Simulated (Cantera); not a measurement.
A closed system holds: 1 mol Si3N4, 2.8 mol H2, held at 1875 K.

Equilibrium computed with Cantera from the NASA thermochemical tables; the gas is ideal and each condensed phase is pure. Candidate condensed phases: Si, Si3N4; 18 gas species. Mutual solubility and eutectic melting of coexisting phases are not modelled. The tables' values for SiN are old estimates; treat these amounts as uncertain. Gases not in the tables: Si2H6 and higher silanes. Kinetics and transport are ignored.

x: gas mole fraction; n: condensed amount in mol.

| P (Pa) | x H2 | x N2 | x Si | x H | x Si2 | n Si(l) | n Si3N4(s) |
|---|---|---|---|---|---|---|---|
| 1 | 0.284 | 0.243 | 0.361 | 0.111 | 0.00108 | [?] | 0 |
| 6.80 | 0.461 | 0.349 | 0.133 | 0.0540 | 0.001000 | [?] | 0 |
| 46 | 0.553 | 0.403 | 0.0197 | 0.0227 | 0.000148 | 2.90 | 0 |
| 320 | 0.575 | 0.414 | 0.00283 | 0.00878 | 2.12e-5 | 2.98 | 0 |
| 2200 | 0.580 | 0.416 | 0.000412 | 0.00337 | 3.09e-6 | 3.00 | 0 |
| 15000 | 0.809 | 0.190 | 6.04e-5 | 0.00152 | 4.53e-7 | [?] | 0.672 |
| 100000 | 0.971 | 0.0285 | 9.06e-6 | 0.000646 | 6.80e-8 | [?] | 0.959 |

Q: Some entries are withheld; supply them.

A: 
- 1, n Si(l): 0
- 6.80, n Si(l): 2.21
- 15000, n Si(l): 0.984
- 100000, n Si(l): 0.123
